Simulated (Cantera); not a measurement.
A freely propagating, adiabatic, planar premixed flame of CH4 : H2 : O2 : N2 = 1 : 0.039 : 1.84 : 6.9 (molar parts), equivalence ratio 1.1, unburnt at 498 K and 900 Torr; mixture-averaged transport, grid criteria slope 0.08 and curve 0.16, no radiation.

Computed with Cantera and GRI-Mech 3.0 (53 species, 325 reactions). Burning velocities carry a grid error of a few per cent, more on coarse grids.

Question: What does this change do: 0.25 parts CO2 added?

Answer: 
| quantity | before | after |
|---|---|---|
| laminar burning velocity | 89.4 cm/s | 75.4 cm/s |
| thermal thickness | 0.304 mm | 0.340 mm |
| peak x(H) | 0.00918 | 0.00761 |
| peak x(HCO) | 6.00e-5 | 4.83e-5 |
